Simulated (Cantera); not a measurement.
An adiabatic, constant-volume homogeneous reactor starts with CH4 : O2 : N2 = 1 : 5.71 : 57.1 (molar parts), equivalence ratio 0.35, at 1675 K and 0.740 bar.

Computed with Cantera and GRI-Mech 3.0 (53 species, 325 reactions).

x: mole fraction; the columns are a selection and need not sum to one.

```csv
t (s),T (K),P (bar),x CH4,x O2,x C2H4,x CH3,x C2H2,x CH2,x HCN
8.00e-6,1675,0.740,0.0157,0.0895,1.12e-11,1.56e-6,<1e-12,5.43e-12,<1e-12
2.33e-5,1675,0.740,0.0157,0.0895,6.20e-10,5.76e-6,<1e-12,3.17e-11,<1e-12
6.79e-5,1675,0.740,0.0156,0.0895,2.55e-8,2.08e-5,4.80e-11,2.31e-10,<1e-12
0.000198,1675,0.740,0.0155,0.0894,1.40e-6,9.70e-5,7.74e-9,4.26e-9,<1e-12
0.000577,1904,0.851,…,0.0599,<1e-12,…,1.56e-11,…,…
0.00168,2069,0.917,<1e-12,0.0571,<1e-12,<1e-12,<1e-12,<1e-12,<1e-12
0.00490,2104,0.930,<1e-12,0.0576,<1e-12,<1e-12,<1e-12,<1e-12,<1e-12
0.0143,2106,0.931,<1e-12,0.0577,<1e-12,<1e-12,<1e-12,<1e-12,<1e-12
0.0416,2106,0.931,<1e-12,0.0576,<1e-12,<1e-12,<1e-12,<1e-12,<1e-12
0.121,2104,0.930,<1e-12,0.0574,<1e-12,<1e-12,<1e-12,<1e-12,<1e-12
0.353,2101,0.929,<1e-12,0.0568,<1e-12,<1e-12,<1e-12,<1e-12,<1e-12
1.03,2095,0.926,<1e-12,0.0558,<1e-12,<1e-12,<1e-12,<1e-12,<1e-12
3.00,2091,0.925,<1e-12,0.0552,<1e-12,<1e-12,<1e-12,<1e-12,<1e-12
```

Complete the blanks.


- 0.000577, x CH4: 8.12e-9
- 0.000577, x CH3: 3.50e-9
- 0.000577, x CH2: 1.09e-9
- 0.000577, x HCN: 4.72e-8
